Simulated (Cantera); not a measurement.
## Adiabatic ignition

An adiabatic, constant-pressure homogeneous reactor starts with 4.68 % CH3OH, 20.1 % O2, 75.3 % N2, at 1273 K and 173 Torr.

Cantera simulation using GRI-Mech 3.0 (53 species, 325 reactions); the numbers are that mechanism's predictions, not measurements. GRI-Mech 3.0 was tuned for natural gas; its chemistry of methanol as a main component is partial and can be far from experiment.

```
t (s)     T (K)  x CH3OH   x O2      x NO    x C2H4  x CH2CO
--------  -----  -------  -----  --------  --------  -------
3.00e-6    1273   0.0468  0.201    <1e-12    <1e-12   <1e-12
1.33e-5    1273   0.0468  0.201    <1e-12    <1e-12   <1e-12
5.92e-5    1273   0.0468  0.201    <1e-12    <1e-12   <1e-12
0.000263   1273   0.0467  0.201    <1e-12  5.72e-12   <1e-12
0.00117    1273   0.0467  0.201    <1e-12  8.24e-11   <1e-12
0.00520    1273   0.0466  0.200    <1e-12  3.23e-10   <1e-12
0.0231     2038   <1e-12  0.126   4.38e-5    <1e-12   <1e-12
0.103      2063   <1e-12  0.126  0.000199    <1e-12   <1e-12
0.456      2061   <1e-12  0.126  0.000827    <1e-12   <1e-12
2.03       2057   <1e-12  0.125   0.00309    <1e-12   <1e-12
9.00       2050   <1e-12  0.123   0.00622    <1e-12   <1e-12
```
x: mole fraction; the columns are a selection and need not sum to one.

```
Property                                                            Result
---------------------------------  ---------------------------------------
time of steepest temperature rise                                  15.7 ms
temperature at 9.00 s                                               2050 K
equilibrium temperature                                             2050 K
x(CH3OH) at 9.00 s                   <1e-12 (gas-phase equilibrium <1e-12)
x(O2) at 9.00 s                        0.123 (gas-phase equilibrium 0.123)
x(NO) at 9.00 s                    0.00622 (gas-phase equilibrium 0.00649)
```
